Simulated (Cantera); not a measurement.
**NO annealing gas**

An isothermal, constant-pressure homogeneous reactor starts with NO : N2 = 1 : 0.19 (molar parts), at 1925 K and 0.0133 bar.

Computed with Cantera and GRI-Mech 3.0 (53 species, 325 reactions). Radical loss at walls, strong at low pressure, is not modelled.

| t (s) | x NO | x N2 | x NO2 | x O2 | x N2O | x O |
|---|---|---|---|---|---|---|
| 1.00e-6 | 0.840 | 0.160 | <1e-12 | <1e-12 | 6.21e-9 | 6.21e-9 |
| 4.96e-6 | 0.840 | 0.160 | 1.11e-12 | <1e-12 | 3.08e-8 | 3.08e-8 |
| 2.46e-5 | 0.840 | 0.160 | 2.72e-11 | 2.19e-11 | 1.53e-7 | 1.53e-7 |
| 0.000122 | 0.840 | 0.160 | 6.72e-10 | 5.43e-10 | 7.57e-7 | 7.58e-7 |
| 0.000605 | 0.840 | 0.160 | 1.62e-8 | 1.33e-8 | 3.73e-6 | 3.76e-6 |
| 0.00300 | 0.840 | 0.160 | 3.64e-7 | 3.32e-7 | 1.81e-5 | 1.88e-5 |
| 0.0149 | 0.840 | 0.160 | 5.79e-6 | 9.32e-6 | 7.96e-5 | 9.68e-5 |
| 0.0738 | 0.839 | 0.160 | 2.33e-5 | 0.000313 | 0.000216 | 0.000402 |
| 0.366 | 0.832 | 0.163 | 3.15e-5 | 0.00359 | 0.000229 | 0.000556 |
| 1.81 | 0.797 | 0.181 | 5.32e-5 | 0.0212 | 0.000196 | 0.000710 |
| 9.00 | 0.611 | 0.274 | 9.64e-5 | 0.114 | 9.45e-5 | 0.00120 |
x: mole fraction; the columns are a selection and need not sum to one.

Equilibrium at this temperature and pressure: NO 0.00746, N2 0.576, NO2 2.38e-6, O2 0.415, N2O 4.16e-8, O 0.00207 (gas phase only).
